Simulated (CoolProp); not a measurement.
Vapour pressure (bar) of n-pentane: the reference equation beside estimates from Tc = 196.5 °C, pc = 33.68 bar, ω = 0.251. Clausius-Clapeyron is anchored at 48.35 °C with a constant enthalpy of vaporisation of 25.07 kJ/mol.

Computed with CoolProp (reference Helmholtz-energy equation of state, Thol 2019).

| T (°C) | reference | Lee-Kesler | Clausius-Clapeyron | Redlich-Kwong | Soave-Redlich-Kwong | Peng-Robinson |
|---|---|---|---|---|---|---|
| 38.95 | 1.117 | 1.110 | 1.141 | 1.867 | 1.111 | 1.114 |
| 41.25 | 1.206 | 1.199 | 1.224 | 1.995 | 1.199 | 1.202 |
| 43.65 | 1.304 | 1.298 | 1.317 | 2.135 | 1.298 | 1.300 |
| 46.05 | 1.408 | 1.403 | 1.414 | 2.282 | 1.403 | 1.403 |
| 48.35 | 1.513 | 1.509 | 1.513 | 2.430 | 1.509 | 1.508 |
| 50.75 | 1.630 | 1.627 | 1.622 | 2.591 | 1.627 | 1.624 |
| 53.05 | 1.748 | 1.747 | 1.732 | 2.753 | 1.746 | 1.742 |
| 55.45 | 1.879 | 1.879 | 1.853 | 2.930 | 1.877 | 1.871 |
| 57.85 | 2.016 | 2.018 | 1.981 | 3.115 | 2.016 | 2.008 |
| 60.15 | 2.155 | 2.158 | 2.109 | 3.300 | 2.157 | 2.146 |
| 62.55 | 2.308 | 2.313 | 2.250 | 3.501 | 2.311 | 2.299 |
| 64.95 | 2.469 | 2.476 | 2.399 | 3.711 | 2.474 | 2.459 |
| 67.25 | 2.631 | 2.640 | 2.548 | 3.920 | 2.639 | 2.620 |

Absolute difference from the reference over all 13 rows, mean and median: Lee-Kesler 0.3 and 0.3 %, Clausius-Clapeyron 1.6 and 1.5 %, Redlich-Kwong 57.7 and 57.5 %, Soave-Redlich-Kwong 0.3 and 0.2 %, Peng-Robinson 0.4 and 0.4 %.
